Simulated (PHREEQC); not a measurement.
Make-up at 20 °C: 13 mmol/kgw HF, 0.17 mmol/kgw KF and 3.3 mmol/kgw (NH4)2SiF6. Closed to the air; pH follows from the charge balance.

Computed with PHREEQC (ion-association model, phreeqc.dat).

This is a speciation only: nothing precipitates in the calculation.

### Question
Order these F species by the share of F that they hold, largest first: HF2-, F-, HF, SiF6-2.

### Answer
SiF6-2 (60 %), HF (30 %), F- (9.2 %), HF2- (0.67 %)

The pH is 2.57 and the ionic strength 0.0130 mol/kgw. SiF6-2 is the database's only silicon fluoride.
